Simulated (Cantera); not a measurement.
## Silicon epitaxy and polysilicon growth: SiCl4 + N2

Input: 1 mol SiCl4, 24 mol N2, held at 0.0100 bar.

Equilibrium computed with Cantera from the NASA thermochemical tables; the gas is ideal and each condensed phase is pure. Candidate condensed phases: Si, Si3N4; 13 gas species. The tables' values for SiCl3 are old estimates; treat these amounts as uncertain. Equilibrium is a limit: real reactors are often held back by kinetics, nucleation or transport.

From 800 K to 1625 K nothing is condensed. The main Si-bearing gas is SiCl4 throughout.

```csv
T (K),x N2,x SiCl4,x Cl,x SiCl3,x SiCl2
800,0.960,0.0400,2.23e-9,3.37e-9,<1e-12
875,0.960,0.0400,3.05e-8,3.93e-8,2.23e-12
950,0.960,0.0400,2.71e-7,3.17e-7,8.40e-11
1025,0.960,0.0400,1.72e-6,1.91e-6,1.90e-9
1100,0.960,0.0400,8.46e-6,9.03e-6,2.83e-8
1175,0.960,0.0400,3.39e-5,3.50e-5,3.00e-7
1250,0.960,0.0399,0.000115,0.000115,2.36e-6
1325,0.960,0.0396,0.000344,0.000325,1.44e-5
1400,0.959,0.0391,0.000923,0.000804,7.01e-5
1475,0.958,0.0379,0.00227,0.00176,0.000277
1550,0.955,0.0355,0.00515,0.00341,0.000911
1625,0.950,0.0312,0.0108,0.00583,0.00253
```
x: gas mole fraction; nothing condenses.
